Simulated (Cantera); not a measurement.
**Reactions in the system C-Mg-O**

Source: NASA polynomial tables (part measured, part estimated), evaluated in Cantera. Values are per mole of reaction as written; species without (g) are pure solids or liquids, kept so even where they would boil at 1 bar.

2 O3(g) + 3 C + 3 MgO ⇌ 3 MgCO3

```
T (K)  ΔH° (kJ)  ΔS° (J/K)  ΔG° (kJ)  log10 K
-----  --------  ---------  --------  -------
300     -1815.0     -378.4   -1701.4   296.24
423     -1812.9     -372.8   -1655.2   204.40
498     -1811.2     -369.1   -1627.4   170.69
573     -1809.2     -365.2   -1599.9   145.84
648     -1806.6     -361.1   -1572.6   126.77
723     -1803.6     -356.6   -1545.7   111.67
798     -1800.0     -352.0   -1519.1    99.44
873     -1796.0     -347.2   -1492.9    89.33
948     -1791.5     -342.3   -1467.1    80.83
```

C + Mg + 3 O(g) ⇌ MgCO3

| T (K) | ΔH° (kJ) | ΔS° (J/K) | ΔG° (kJ) | log10 K | condensed phases |
|---|---|---|---|---|---|
| 300 | -1859.3 | -455.7 | -1722.5 | 299.92 | C(graphite), Mg(s), MgCO3(s) |
| 423 | -1861.3 | -461.5 | -1666.1 | 205.73 | C(graphite), Mg(s), MgCO3(s) |
| 498 | -1861.9 | -462.8 | -1631.4 | 171.11 | C(graphite), Mg(s), MgCO3(s) |
| 573 | -1862.1 | -463.2 | -1596.7 | 145.55 | C(graphite), Mg(s), MgCO3(s) |
| 648 | -1862.0 | -463.1 | -1562.0 | 125.91 | C(graphite), Mg(s), MgCO3(s) |
| 723 | -1861.7 | -462.6 | -1527.2 | 110.34 | C(graphite), Mg(s), MgCO3(s) |
| 798 | -1861.1 | -461.9 | -1492.6 | 97.70 | C(graphite), Mg(s), MgCO3(s) |
| 873 | -1860.4 | -461.0 | -1458.0 | 87.23 | C(graphite), Mg(s), MgCO3(s) |
| 948 | -1867.9 | -469.1 | -1423.2 | 78.42 | C(graphite), Mg(l), MgCO3(s) |

MgCO3 ⇌ C + Mg(g) + 3 O(g)

| T (K) | ΔH° (kJ) | ΔS° (J/K) | ΔG° (kJ) | log10 K |
|---|---|---|---|---|
| 300 | 2006.4 | 571.8 | 1834.8 | -319.46 |
| 423 | 2007.8 | 575.9 | 1764.2 | -217.85 |
| 498 | 2007.9 | 576.2 | 1721.0 | -180.51 |
| 573 | 2007.6 | 575.7 | 1677.8 | -152.94 |
| 648 | 2007.0 | 574.7 | 1634.6 | -131.76 |
| 723 | 2006.0 | 573.3 | 1591.6 | -114.98 |
| 798 | 2004.8 | 571.6 | 1548.6 | -101.37 |
| 873 | 2003.2 | 569.8 | 1505.8 | -90.10 |
| 948 | 2001.5 | 567.8 | 1463.2 | -80.62 |

C + MgCO3 ⇌ MgO + 2 CO(g)

```
T (K)  ΔH° (kJ)  ΔS° (J/K)  ΔG° (kJ)  log10 K
-----  --------  ---------  --------  -------
300       289.4      350.7     184.2   -32.07
423       289.9      352.1     140.9   -17.40
498       289.4      351.2     114.5   -12.01
573       288.5      349.4      88.3    -8.05
648       287.1      347.2      62.1    -5.01
723       285.4      344.7      36.2    -2.62
798       283.4      342.0      10.4    -0.68
873       281.1      339.3     -15.1     0.90
948       278.7      336.6     -40.4     2.23
```
